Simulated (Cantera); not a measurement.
An adiabatic, constant-volume homogeneous reactor starts with CO : H₂ : CH₄ : O₂ : N₂ = 1 : 0.5 : 1.3 : 4.41 : 19.4 (molar parts), at 1575 K and 12.0 bar. Integrator tolerance rtol = 1e-08.

Cantera simulation using GRI-Mech 3.0 (53 species, 325 reactions); the numbers are that mechanism's predictions, not measurements. The pressure lies above the range GRI-Mech 3.0 was tuned for (to about 10 atm).

**Question.** What does this change do: pressure from 12.0 bar to 1.01 bar?

**Answer.** 
| quantity | before | after |
|---|---|---|
| time of steepest temperature rise | 25.4 µs | 0.184 ms |
| temperature at 5.00 s | 2941 K | 2774 K |
| equilibrium temperature | 2941 K | 2774 K |
| x(CO) at 5.00 s | 0.0197 (gas-phase equilibrium 0.0197) | 0.0286 (gas-phase equilibrium 0.0286) |
| x(H₂) at 5.00 s | 0.00422 (gas-phase equilibrium 0.00422) | 0.00702 (gas-phase equilibrium 0.00702) |
| x(CH₄) at 5.00 s | <1e-12 (gas-phase equilibrium <1e-12) | <1e-12 (gas-phase equilibrium <1e-12) |
| x(O₂) at 5.00 s | 0.0380 (gas-phase equilibrium 0.0380) | 0.0427 (gas-phase equilibrium 0.0427) |
| x(NO₂) at 5.00 s | 2.20e-5 (gas-phase equilibrium 2.20e-5) | 6.36e-6 (gas-phase equilibrium 6.36e-6) |

**Question.** What does this change do: constant pressure in place of constant volume?

**Answer.** 
| quantity | before | after |
|---|---|---|
| time of steepest temperature rise | 25.4 µs | 27.7 µs |
| temperature at 5.00 s | 2941 K | 2752 K |
| equilibrium temperature | 2941 K | 2752 K |
| x(CO) at 5.00 s | 0.0197 (gas-phase equilibrium 0.0197) | 0.0137 (gas-phase equilibrium 0.0137) |
| x(H₂) at 5.00 s | 0.00422 (gas-phase equilibrium 0.00422) | 0.00294 (gas-phase equilibrium 0.00294) |
| x(CH₄) at 5.00 s | <1e-12 (gas-phase equilibrium <1e-12) | <1e-12 (gas-phase equilibrium <1e-12) |
| x(O₂) at 5.00 s | 0.0380 (gas-phase equilibrium 0.0380) | 0.0379 (gas-phase equilibrium 0.0379) |
| x(NO₂) at 5.00 s | 2.20e-5 (gas-phase equilibrium 2.20e-5) | 1.46e-5 (gas-phase equilibrium 1.46e-5) |
